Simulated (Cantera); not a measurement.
A closed system holds: 1 mol Si, 1.9 mol NF3, at 525 °C and 13.0 Pa.

Equilibrium computed with Cantera from the NASA thermochemical tables; the gas is ideal and each condensed phase is pure. Candidate condensed phases: Si, Si3N4; 16 gas species. Kinetics and transport are ignored.

Base state: SiF4 0.311, N2 0.295, F 0.259, F2 0.134, NF3 7.42e-5 (mole fractions); condensed: gas only.

What changes in the equilibrium state with this change: temperature from 525 °C to 1002 °C?


```csv
species,before,after
F,0.259,0.466
SiF4,0.311,0.274
N2,0.295,0.260
F2,0.134,4.01e-5
NF3,7.42e-5,<1e-9
```

What changes in the equilibrium state with this change: temperature from 525 °C to 650 °C?


```tsv
species	before	after
F	0.259	0.444
SiF4	0.311	0.278
N2	0.295	0.264
F2	0.134	0.0139
NF3	7.42e-5	1.64e-7
```
